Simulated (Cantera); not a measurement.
## CCl4 + F2 (fluorocarbon and chlorocarbon gases)

Charge: 1 mol CCl4, 0.83 mol F2, held at 2400 °C and 1000 Pa.

Cantera equilibrium calculation (NASA polynomials, part measured and part estimated; ideal gas, pure solids and liquids). Candidate condensed phases: C; 27 gas species. Kinetics and transport are ignored.

```yaml
x(Cl): 0.721
x(F): 0.243
x(CF2): 0.0216
x(CF): 0.0130
x(C3): 0.000613
x(Cl2): 0.000200
x(C): 0.000154
x(ClF): 0.000109
x(C2): 5.84e-5
n(C(graphite)): 0.796 mol
gas_amount: 5.543 mol
```
